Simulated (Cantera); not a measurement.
## Pyrogenic steam for wet oxidation

An isothermal, constant-pressure homogeneous reactor starts with 4.44 % H2, 6.83 % O2, 88.7 % N2, at 1300 K and 52000 Pa.

Detailed kinetics in Cantera: GRI-Mech 3.0 (53 species, 325 reactions). The temperature is held fixed by assumption; the heat of reaction is taken as removed at once.

| t (s) | x H2 | x O2 | x OH | x HO2 | x NO | x N2O |
|---|---|---|---|---|---|---|
| 4.00e-5 | 0.0444 | 0.0683 | 4.50e-8 | 3.55e-8 | <1e-12 | <1e-12 |
| 0.000118 | 0.0434 | 0.0678 | 0.000104 | 9.83e-6 | 7.82e-11 | 2.78e-10 |
| 0.000348 | 0.00234 | 0.0467 | 0.00170 | 1.00e-5 | 4.46e-6 | 9.10e-8 |
| 0.00103 | 0.000382 | 0.0469 | 0.000632 | 6.83e-6 | 5.61e-6 | 1.59e-7 |
| 0.00303 | 3.64e-5 | 0.0471 | 0.000189 | 1.78e-6 | 5.61e-6 | 2.04e-7 |
| 0.00894 | 4.47e-6 | 0.0471 | 7.07e-5 | 3.15e-7 | 5.60e-6 | 2.22e-7 |
| 0.0264 | 8.43e-7 | 0.0471 | 3.24e-5 | 7.00e-8 | 5.61e-6 | 2.28e-7 |
| 0.0779 | 2.16e-7 | 0.0471 | 1.69e-5 | 2.04e-8 | 5.62e-6 | 2.22e-7 |
| 0.230 | 6.86e-8 | 0.0471 | 9.61e-6 | 9.05e-9 | 5.62e-6 | 1.93e-7 |
| 0.678 | 3.14e-8 | 0.0471 | 6.46e-6 | 7.09e-9 | 5.62e-6 | 1.24e-7 |
| 2.00 | 2.56e-8 | 0.0471 | 5.78e-6 | 6.99e-9 | 5.62e-6 | 3.67e-8 |
x: mole fraction; the columns are a selection and need not sum to one.

Equilibrium at this temperature and pressure: H2 2.54e-8, O2 0.0470, OH 5.75e-6, HO2 6.97e-9, NO 0.000202, N2O 1.04e-8 (gas phase only).
